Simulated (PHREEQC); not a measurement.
## Polishing slurry liquid: speciation

Make-up at 25 °C: 31 mmol/kgw TMAH, 0.33 mmol/kgw H4SiO4 and 17 mmol/kgw CO2. Closed to the air; pH follows from the charge balance.

The numbers come from PHREEQC with the ion-association model, phreeqc.dat.

Each row changes one thing in this solution. No solid was allowed to form.

```json
[
 {"case": "as made", "pH": "10.63", "ionic strength (mol/kgw)": "0.0442", "CO3-2 (mol/kgw)": "0.0132", "HCO3- (mol/kgw)": "0.00382", "CO2 (mol/kgw)": "1.66e-7"},
 {"case": "H4SiO4 from 0.00033 to 0.00165 mol/kgw", "pH": "10.50", "ionic strength (mol/kgw)": "0.0432", "CO3-2 (mol/kgw)": "0.0122", "HCO3- (mol/kgw)": "0.00480", "CO2 (mol/kgw)": "2.82e-7"},
 {"case": "H4SiO4 replaced by H2SiF6 at the same molality", "pH": "10.41", "ionic strength (mol/kgw)": "0.0424", "CO3-2 (mol/kgw)": "___", "HCO3- (mol/kgw)": "0.00557", "CO2 (mol/kgw)": "4.04e-7"},
 {"case": "TMAH left out", "pH": "4.06", "ionic strength (mol/kgw)": "8.76e-5", "CO3-2 (mol/kgw)": "4.90e-11", "HCO3- (mol/kgw)": "8.76e-5", "CO2 (mol/kgw)": "0.0169"},
 {"case": "H4SiO4 left out", "pH": "10.67", "ionic strength (mol/kgw)": "0.0444", "CO3-2 (mol/kgw)": "0.0134", "HCO3- (mol/kgw)": "0.00358", "CO2 (mol/kgw)": "1.43e-7"},
 {"case": "diluted 100-fold with water", "pH": "9.93", "ionic strength (mol/kgw)": "0.000361", "CO3-2 (mol/kgw)": "5.06e-5", "HCO3- (mol/kgw)": "___", "CO2 (mol/kgw)": "3.10e-8"},
 {"case": "0.054 mol/kgw NaHCO3 added", "pH": "9.29", "ionic strength (mol/kgw)": "0.0905", "CO3-2 (mol/kgw)": "0.0102", "HCO3- (mol/kgw)": "0.0561", "CO2 (mol/kgw)": "5.06e-5"}
]
```

### Question
Fill in the missing entries.

### Answer

- H4SiO4 replaced by H2SiF6 at the same molality, CO3-2 (mol/kgw): 0.0114
- diluted 100-fold with water, HCO3- (mol/kgw): 0.000119

Species that the database lacks are ignored. Some of these states are supersaturated (in Quartz (slow to form), Chalcedony (slow to form), for instance). (CH3)4N+ isn't in the database: it is added as a free cation with an ion size of 4 Å. SiF6-2 is the database's only silicon fluoride.
